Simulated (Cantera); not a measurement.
Input: 1 mol AlN, 0.19 mol I2, 0.044 mol O2, held at 875 K and 10.0 mbar.

Equilibrium computed with Cantera from the NASA thermochemical tables; the gas is ideal and each condensed phase is pure. Candidate condensed phases: Al, AlI3, AlN, Al2O3, I2; 21 gas species. Equilibrium is a limit: real reactors are often held back by kinetics, nucleation or transport.

Base state: AlI3 0.504, N2 0.383, I2 0.0727, I 0.0400, Al2I6 0.000126 (mole fractions); condensed: AlN(s) + Al2O3(s).

**Question.** What changes in the equilibrium state with this change: temperature from 875 K to 1073 K?

**Answer.** 
```tsv
species	before	after
AlI3	0.504	0.426
N2	0.383	0.333
I	0.0400	0.203
I2	0.0727	0.0379
Al2I6	0.000126	8.86e-6
AlN(s), mol	0.828	0.837
Al2O3(s), mol	0.0293	0.0293
```
Mutual solubility and eutectic melting of coexisting phases are not modelled.

**Question.** What changes in the equilibrium state with this change: temperature from 875 K to 1248 K?

**Answer.** 
```tsv
species	before	after
I	0.0400	0.477
AlI3	0.504	0.268
N2	0.383	0.236
I2	0.0727	0.0185
AlI	<1e-9	0.000286
Al2I6	0.000126	8.76e-7
AlN(s), mol	0.828	0.864
Al2O3(s), mol	0.0293	0.0293
```
Mutual solubility and eutectic melting of coexisting phases are not modelled.
